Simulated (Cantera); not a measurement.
An adiabatic, constant-pressure homogeneous reactor starts with 14.8 % CO, 16.3 % H2, 6.47 % O2, 43.3 % N2, 19.2 % H2O, equivalence ratio 2.4, at 1548 K and 1130 Torr.

Detailed kinetics in Cantera: GRI-Mech 3.0 (53 species, 325 reactions).

Predict: time of steepest temperature rise; temperature at 3.00 s; equilibrium temperature; x(CO) at 3.00 s; x(H2) at 3.00 s; x(O2) at 3.00 s; x(H2O2) at 3.00 s; x(NO2) at 3.00 s; x(CO2) at 3.00 s.

time of steepest temperature rise: 16.6 µs
temperature at 3.00 s: 2384 K
equilibrium temperature: 2384 K
x(CO) at 3.00 s: 0.102 (gas-phase equilibrium 0.102)
x(H2) at 3.00 s: 0.0902 (gas-phase equilibrium 0.0902)
x(O2) at 3.00 s: 7.32e-5 (gas-phase equilibrium 7.32e-5)
x(H2O2) at 3.00 s: 1.62e-8 (gas-phase equilibrium 1.62e-8)
x(NO2) at 3.00 s: 6.13e-9 (gas-phase equilibrium 6.13e-9)
x(CO2) at 3.00 s: 0.0552 (gas-phase equilibrium 0.0552)
